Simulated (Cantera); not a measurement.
A perfectly stirred reactor is fed with CH4 : H2 : CO2 = 0.13 : 1 : 0.017 (molar parts), at 20.0 Torr; it is held at 2675 K, and followed from long to short residence time.

Cantera simulation using GRI-Mech 3.0 (53 species, 325 reactions); the numbers are that mechanism's predictions, not measurements. GRI-Mech 3.0 stops at C3 and has no aromatics, soot or wall deposition, so with more carbon than oxygen in the feed, carbon stays in small species such as C2H2 where larger ones or solid carbon would form. Radical loss at walls, strong at low pressure, is not modelled.

One state of this run: x CH4 = 0.00194; x H2 = 0.874; x CO2 = 0.000135; x CH2CO = 1.77e-6; x O = 1.10e-6. x: mole fraction; the columns are a selection and need not sum to one.

### Question
Which value of τ (s) does it belong to?
(A) 0.0018
(B) 0.0047
(C) 0.012
(D) 0.00066

### Answer
C, 0.012
